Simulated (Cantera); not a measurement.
A perfectly stirred reactor is fed with 38.0 % CH₄, 53.2 % H₂O, 8.75 % N₂, at 2930 Torr; it is held at 1850 K, and followed from long to short residence time.

Detailed kinetics in Cantera: GRI-Mech 3.0 (53 species, 325 reactions).

One state of this run: x CH₄ = 0.0301; x H₂O = 0.198; x H₂ = 0.538; x O = 9.66e-10; x C₂H = 1.55e-7. x: mole fraction; the columns are a selection and need not sum to one.

Which value of τ (s) does it belong to?
A. 0.32
B. 0.00080
C. 0.097
D. 0.029

C, 0.097
